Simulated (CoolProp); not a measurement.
A closed Brayton cycle with carbon dioxide: compressor inlet 308.15 K and 7.6 MPa, high pressure 23.2 MPa, turbine inlet 775 K, compressor efficiency 0.8, turbine efficiency 0.93, recuperator effectiveness 0.9 (on enthalpy, no pinch check). Each further row changes one setting.

Model: reference Helmholtz-energy equation of state, Span 1996, in CoolProp.

```csv
case,thermal efficiency (%),net work (kJ/kg),compressor to turbine work,compressor exit (K),turbine exit (K)
as stated,(withheld),91.6,0.34,386.2,643.7
turbine inlet 725 K,32.1,(withheld),(withheld),386.2,598.6
compressor inlet 318.15 K,32.1,(withheld),(withheld),(withheld),643.7
high pressure 19.7 MPa,33.1,(withheld),0.32,(withheld),662.4
recuperator effectiveness 0.5,23.7,91.6,0.34,386.2,643.7
```

Some entries are withheld; supply them.


- as stated, thermal efficiency (%): 34.1
- turbine inlet 725 K, net work (kJ/kg): 81.0
- turbine inlet 725 K, compressor to turbine work: 0.37
- compressor inlet 318.15 K, net work (kJ/kg): 78.8
- compressor inlet 318.15 K, compressor to turbine work: 0.43
- compressor inlet 318.15 K, compressor exit (K): 412.9
- high pressure 19.7 MPa, net work (kJ/kg): 81.8
- high pressure 19.7 MPa, compressor exit (K): 374.4
